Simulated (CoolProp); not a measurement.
A single-stage vapour-compression cycle with propane: evaporating at 254.15 K (dew point), condensing at 316.15 K (bubble point), superheat 8 K, subcooling 0 K, compressor efficiency 0.6, no pressure losses. Each further row changes one setting.

Values from CoolProp's reference Helmholtz-energy equation of state, Lemmon 2009.

```tsv
case	cooling COP	pressure ratio	discharge temperature (K)	refrigerating effect (kJ/kg)	volumetric capacity (kJ/m³)
as stated	1.74	5.79	358.3	250	1370
evaporating temperature 259.15 K	1.98	4.86	354.5	256	1650
condensing temperature 311.15 K	1.98	5.16	351.9	265	1450
subcooling 5 K	1.84	5.79	358.3	265	1450
superheat 18 K	1.77	5.79	369.0	266	1390
compressor efficiency 0.5	1.45	5.79	371.5	250	1370
```
